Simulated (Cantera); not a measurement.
A Cantera script and what it prints.

```python
import numpy as np
import cantera as ct

gas_names = """
    CL CL2 H HCL H2 N NH NH2 NH3 N2 N2H2 N2H4 Si SiCL SiCL2 SiCL3 SiCL4 SiH SiHCL3 SiH2 SiH2CL2 SiH3
    SiH3CL SiH4 SiN Si2 Si2N Si3
""".split()
cond_names = """
    NH4CL(a) NH4CL(b) Si(cr) Si(L) Si3N4(a)
""".split()


# ... load() reads the species with a 1 bar reference pressure and builds the phases ...
atoms = {
    'SiHCl3': {'Si': 1, 'H': 1, 'CL': 3},
    'NH3': {'N': 1, 'H': 3},
    'N2': {'N': 2},
}
top_T = {'Si3N4(a)': 2400}  # K; cautious upper limits of use, not melting points


# ... equilibrate(T, P, feed) seeds the gas with the atoms and calls Mixture.equilibrate('TP', solver="vcs", rtol=1e-11, max_steps=5000) ...
results = []
feed = {'SiHCl3': 1, 'NH3': 0.25, 'N2': 78}  # mol
T = 1648  # K
P = 1400  # Pa
mix = equilibrate(T, P, feed)
results.append((T, P, feed, dict(zip(mix.species_names, mix.species_moles))))
print(gas.report(threshold=0.001))
for i in range(1, mix.n_phases):
    print(f"{mix.phase(i).name:16s} {mix.phase_moles(i):12.5e} mol")
```

Result:

```
       temperature   1648 K
          pressure   1400 Pa
           density   0.0029509 kg/m^3
  mean mol. weight   28.881 kg/kmol
   phase of matter   gas

                          1 kg             1 kmol
                     ---------------   ---------------
          enthalpy        1.4092e+06        4.0699e+07  J
   internal energy        9.3476e+05        2.6997e+07  J
           entropy            9808.9        2.8329e+05  J/K
    Gibbs function       -1.4756e+07       -4.2616e+08  J
 heat capacity c_p            1228.3             35476  J/K
 heat capacity c_v            940.46             27162  J/K

                      mass frac. Y      mole frac. X     chem. pot. / RT
                     ---------------   ---------------   ---------------
               HCL          0.015209          0.012048           -41.115
                H2        0.00033643         0.0048197           -28.485
                N2           0.94141           0.97055           -30.605
             SiCL2          0.041593          0.012136           -60.744
     [  +24 minor]         0.0014474          0.000442

Si(cr)            0.00000e+00 mol
Si3N4(a)          0.00000e+00 mol
```

Cantera equilibrium calculation (NASA polynomials, part measured and part estimated; ideal gas, pure solids and liquids). The tables' values for SiCl3 are old estimates; treat these amounts as uncertain.
